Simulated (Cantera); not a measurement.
Feed: 1 mol B, 27 mol H2, 0.15 mol N2, 3.3 mol O2, at 750 K and 22.0 Pa.

Method: chemical equilibrium by Gibbs-energy minimisation in Cantera with the NASA 1993 tables (ideal gas, pure condensed phases). Candidate condensed phases: B, BN, B2O3, B3O3H3, H2O; 39 gas species. The numbers say what is thermodynamically allowed, not how fast it happens.

Base state: H2 0.807, H2O 0.188, N2 0.00553, (HBO2)3 0.000163 (mole fractions); condensed: B2O3(l).

Problem. What changes in the equilibrium state with this change: temperature from 750 K to 2250 K?

Solution. 
```csv
species,before,after
H2,0.807,0.478
H,<1e-9,0.346
H2O,0.188,0.122
OH,<1e-9,0.0132
HBO2,6.35e-7,0.0180
BO,<1e-9,0.00719
O,<1e-9,0.00660
"B2O3(l), mol",0.493,0
```
